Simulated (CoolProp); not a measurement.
Vapour-liquid equilibrium of propylene (1) + R142b (2) at 22.05 °C; x and y are mole fractions of (1).

Computed with CoolProp (multi-fluid Helmholtz-energy mixture model, Lemmon 2013 and Lemmon 2006; pair parameters Bell 2016).

```json
[
 {"x": "0.05", "bubble pressure, mixture model (bar)": "3.505", "bubble pressure, Raoult's law (bar)": "3.464", "y, mixture model": "0.153", "y, Raoult's law": "0.155"},
 {"x": "0.125", "bubble pressure, mixture model (bar)": "4.145", "bubble pressure, Raoult's law (bar)": "4.036", "y, mixture model": "0.328", "y, Raoult's law": "0.332"},
 {"x": "0.2", "bubble pressure, mixture model (bar)": "4.783", "bubble pressure, Raoult's law (bar)": "4.609", "y, mixture model": "[?]", "y, Raoult's law": "0.465"},
 {"x": "0.275", "bubble pressure, mixture model (bar)": "5.409", "bubble pressure, Raoult's law (bar)": "5.182", "y, mixture model": "0.555", "y, Raoult's law": "0.569"},
 {"x": "0.35", "bubble pressure, mixture model (bar)": "6.018", "bubble pressure, Raoult's law (bar)": "5.755", "y, mixture model": "[?]", "y, Raoult's law": "0.652"},
 {"x": "0.425", "bubble pressure, mixture model (bar)": "6.608", "bubble pressure, Raoult's law (bar)": "6.327", "y, mixture model": "0.696", "y, Raoult's law": "0.720"},
 {"x": "0.5", "bubble pressure, mixture model (bar)": "[?]", "bubble pressure, Raoult's law (bar)": "6.900", "y, mixture model": "0.749", "y, Raoult's law": "0.777"},
 {"x": "0.575", "bubble pressure, mixture model (bar)": "7.727", "bubble pressure, Raoult's law (bar)": "7.473", "y, mixture model": "0.794", "y, Raoult's law": "0.825"},
 {"x": "0.65", "bubble pressure, mixture model (bar)": "[?]", "bubble pressure, Raoult's law (bar)": "8.046", "y, mixture model": "0.835", "y, Raoult's law": "0.866"},
 {"x": "0.725", "bubble pressure, mixture model (bar)": "[?]", "bubble pressure, Raoult's law (bar)": "8.618", "y, mixture model": "0.872", "y, Raoult's law": "0.902"},
 {"x": "0.8", "bubble pressure, mixture model (bar)": "9.310", "bubble pressure, Raoult's law (bar)": "9.191", "y, mixture model": "0.908", "y, Raoult's law": "0.933"},
 {"x": "0.875", "bubble pressure, mixture model (bar)": "9.832", "bubble pressure, Raoult's law (bar)": "9.764", "y, mixture model": "0.942", "y, Raoult's law": "0.961"},
 {"x": "0.95", "bubble pressure, mixture model (bar)": "10.36", "bubble pressure, Raoult's law (bar)": "10.34", "y, mixture model": "0.977", "y, Raoult's law": "0.985"}
]
```

Q: Complete the blanks.

A: 
- 0.2, y, mixture model: 0.457
- 0.35, y, mixture model: 0.633
- 0.5, bubble pressure, mixture model (bar): 7.177
- 0.65, bubble pressure, mixture model (bar): 8.263
- 0.725, bubble pressure, mixture model (bar): 8.789

The largest gap from Raoult's law is +4.6 % in bubble pressure, at x = 0.35. No azeotrope shows between x = 0.05 and 0.95.

The pair parameters rest on a limited set of measurements; away from them the model extrapolates.
